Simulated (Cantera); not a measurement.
Feed: 1 mol Cu, 2.2 mol HF, 0.73 mol N2, equilibrated at 62.0 mbar.

Equilibrium computed with Cantera from the NASA thermochemical tables; the gas is ideal and each condensed phase is pure. Candidate condensed phases: Cu, CuF2; 25 gas species. The numbers say what is thermodynamically allowed, not how fast it happens.

**Question.** Which condensed phases are stable at each of these points (T (K)): 1348, 1373, 1398, 1423, 1448, 1473, 1498, 1523, 1548, 1573?

**Answer.** 
| T (K) | condensed phases | Cu condensed (%) |
|---|---|---|
| 1348 | Cu(s) | 99.9 |
| 1373 | Cu(l) | 99.9 |
| 1398 | Cu(l) | 99.8 |
| 1423 | Cu(l) | 99.8 |
| 1448 | Cu(l) | 99.7 |
| 1473 | Cu(l) | 99.6 |
| 1498 | Cu(l) | 99.5 |
| 1523 | Cu(l) | 99.4 |
| 1548 | Cu(l) | 99.3 |
| 1573 | Cu(l) | 99.1 |

At 1348 K the condensed part is Cu(s). From 1373 K to 1573 K the condensed part is Cu(l).
